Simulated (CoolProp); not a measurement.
Vapour-liquid equilibrium of CHF3 (R23) (1) + R113 (2) at 252.3 K; x and y are mole fractions of (1).

The numbers come from the multi-fluid Helmholtz-energy mixture model, Penoncello 2003 and Marx 1992; pair parameters Bell 2016 in CoolProp.

Give the bubble pressure and the first vapour's composition at x = 0.05, 0.8, 0.95. Is there an azeotrope?

x = 0.05: 0.1304 MPa, y = 0.962; x = 0.8: 1.134 MPa, y = 0.996; x = 0.95: 1.280 MPa, y = 0.998. No azeotrope shows between x = 0.05 and 0.95.

The pair parameters rest on a limited set of measurements; away from them the model extrapolates. The gap from Raoult's law changes sign with composition, which may be real or a fault of the pair parameters; it wasn't checked against measurements. With so large a gap from Raoult's law the liquid may split in two, which this calculation doesn't test in full.
